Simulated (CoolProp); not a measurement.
Vapour-liquid equilibrium of dimethyl ether (1) + chloromethane (R40) (2) at 0.506 MPa; x and y are mole fractions of (1).

The numbers come from the multi-fluid Helmholtz-energy mixture model, Wu 2011 and Thol 2014; pair parameters Bell 2016 in CoolProp.

```
x     bubble temperature (K)  y at the bubble point  dew temperature at overall composition x (K)  liquid density (mol/L)
----  ----------------------  ---------------------  --------------------------------------------  ----------------------
0.05                   294.0                  0.044                                         294.0                   18.02
0.2                    294.6                  0.186                                         294.7                   17.39
0.35                   295.0                  0.341                                         295.0                   16.79
0.5                    295.1                  0.504                                         295.1                   16.23
0.65                   294.8                  0.666                                         294.8                   15.69
0.8                    294.2                  0.820                                         294.3                   15.18
0.95                   293.3                  0.958                                         293.3                   14.70
```

y crosses x between x = 0.35 and 0.5: the model has an azeotrope there.

The pair parameters rest on a limited set of measurements; away from them the model extrapolates.
